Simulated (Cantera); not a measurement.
A closed system holds: 1 mol CuO, 2700 mol H₂, 3.8 mol H₂O, held at 1548.15 K and 18.0 mbar.

These are equilibrium values from Cantera (NASA tables, ideal gas, pure condensed phases), not measurements of a reactor. Candidate condensed phases: Cu, CuO, Cu(OH)₂, Cu₂O, H₂O; 12 gas species. Rates play no part.

Base state: H₂ 0.998, H₂O 0.00177, Cu 0.000370, H 0.000230 (mole fractions); condensed: gas only.

Question: What changes in the equilibrium state with this change: temperature from 1548.15 K to 873 K?

Answer: 
| species | before | after |
|---|---|---|
| H₂ | 0.998 | 0.998 |
| H₂O | 0.00177 | 0.00178 |
| Cu | 0.000370 | <1e-9 |
| H | 0.000230 | <1e-9 |
| Cu(s), mol | 0 | 1.00 |
